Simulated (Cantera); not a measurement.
A closed system holds: 1 mol Pb, 0.47 mol NH₃, 98 mol CO, 0.85 mol O₂, equilibrated at 1.13 Torr.

Cantera equilibrium calculation (NASA polynomials, part measured and part estimated; ideal gas, pure solids and liquids). Candidate condensed phases: C, C₆H₆, C₇H₈, C₈H₁₈, H₂O, Pb, PbO, PbO₂, Pb₃O₄; 139 gas species. Kinetics and transport are ignored. All values below are at 1400 °C.

Base state: CO 0.964, CO₂ 0.0166, Pb 0.0100, H₂ 0.00656, N₂ 0.00235, H₂O 0.000374, H 0.000238 (mole fractions); condensed: gas only.

What changes in the equilibrium state with this change: NH₃ from 0.47 to 16 mol?


```json
[
 {"species": "CO", "before": "0.964", "after": "0.740"},
 {"species": "H₂", "before": "0.00656", "after": "0.177"},
 {"species": "N₂", "before": "0.00235", "after": "0.0610"},
 {"species": "CO₂", "before": "0.0166", "after": "0.00725"},
 {"species": "Pb", "before": "0.0100", "after": "0.00763"},
 {"species": "H₂O", "before": "0.000374", "after": "0.00572"},
 {"species": "H", "before": "0.000238", "after": "0.00124"}
]
```
